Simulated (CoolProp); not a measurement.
CH3F (R41) at several states: fugacity coefficient from the reference equation and from simpler models built on Tc = 317.3 K, pc = 5906 kPa, ω = 0.200; each cubic takes its own stable root.

Values from CoolProp's reference Helmholtz-energy equation of state, Lemmon 2006. It is a short technical equation, of lower accuracy than the large ones.

```
T (K)  p (kPa)   phase  reference
-----  -------  ------  ---------
157.4      689  liquid    0.01079
332.5     68.6     gas     0.9961
395.2     24.6     gas     0.9992
187.6     9270  liquid   0.008744
233.7     59.9     gas     0.9885
```

How far does each simpler model (van der Waals, Redlich-Kwong, Soave-Redlich-Kwong, Peng-Robinson) lie from the reference over these 5 states: mean and median of the absolute difference, and the worst?


- van der Waals: mean 533.5 %, median 0.5 %, worst +1968.6 % at 157.4 K and 689 kPa
- Redlich-Kwong: mean 25.9 %, median 0.3 %, worst +65.5 % at 187.6 K and 9270 kPa
- Soave-Redlich-Kwong: mean 2.8 %, median 0.3 %, worst -11.6 % at 157.4 K and 689 kPa
- Peng-Robinson: mean 1.3 %, median 0.2 %, worst -5.0 % at 157.4 K and 689 kPa
